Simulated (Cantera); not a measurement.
**Equilibrium for abatement and gas-phase synthesis: CS2 + H2O + N2**

Charge: 1 mol CS2, 2.4 mol H2O, 9 mol N2, held at 3498 K.

These are equilibrium values from Cantera (NASA tables, ideal gas, pure condensed phases), not measurements of a reactor. Candidate condensed phases: C, C6H6, C7H8, C8H18, H2O, H2SO4, S; 150 gas species. The ideal-gas law is rough above about 30 bar. Equilibrium is a limit: real reactors are often held back by kinetics, nucleation or transport.

```
P (Pa)     x N2      x H      x S      x H2       x O    x CO    x H2O      x SO      x S2      x SH     x H2S       x N      x OH
--------  -----  -------  -------  --------  --------  ------  -------  --------  --------  --------  --------  --------  --------
10        0.483    0.262    0.109   1.98e-5    0.0761  0.0545  1.63e-9   2.64e-5   1.52e-6   2.58e-6  1.41e-11    0.0153   9.89e-6
120       0.491    0.263    0.109  0.000240    0.0756  0.0549  2.35e-7  0.000315   1.84e-5   3.12e-5   2.05e-9   0.00444  0.000118
1400      0.497    0.259    0.107   0.00272    0.0700  0.0554  2.87e-5   0.00332  0.000204  0.000349   2.65e-7   0.00131   0.00126
17000     0.524    0.219   0.0893    0.0237    0.0422  0.0580  0.00183    0.0204   0.00173   0.00301   2.34e-5  0.000385   0.00781
210000    0.587    0.110   0.0577    0.0736   0.00976  0.0637   0.0163    0.0376   0.00895    0.0120  0.000581  0.000116    0.0112
2500000   0.633   0.0361   0.0271    0.0945   0.00149  0.0671   0.0380    0.0321    0.0235    0.0221   0.00417   3.49e-5   0.00669
30000000  0.659  0.00982  0.00936    0.0837  0.000214  0.0671   0.0580    0.0191    0.0336    0.0249    0.0153   1.03e-5   0.00313
```
x: gas mole fraction; nothing condenses.

From 0.0750 Torr to 225000 Torr nothing is condensed. The main C-bearing gas is CO throughout.
